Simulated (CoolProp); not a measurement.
2000 sccm (0 °C, 1 atm) of nitrogen bubbles through liquid dimethyl carbonate at 304.8 K and leaves saturated at a total pressure of 0.15 MPa (ideal gas phase). Each further row changes one setting.

Values from CoolProp's reference Helmholtz-energy equation of state, Zhou 2011.

```csv
case,vapour pressure (kPa),mole fraction of vapour,delivery (mg/min),delivery (sccm),change of delivery for a bath 1 K warmer (%)
as stated,10.1,___,582,145,5.3
bath temperature 309.8 K,12.9,0.0857,753,187,___
total pressure 0.3 MPa,10.1,___,281,69.9,___
```

Problem. Some entries are withheld; supply them.

Solution. 
- as stated, mole fraction of vapour: 0.0675
- bath temperature 309.8 K, change of delivery for a bath 1 K warmer (%): 5.2
- total pressure 0.3 MPa, mole fraction of vapour: 0.0338
- total pressure 0.3 MPa, change of delivery for a bath 1 K warmer (%): 5.1
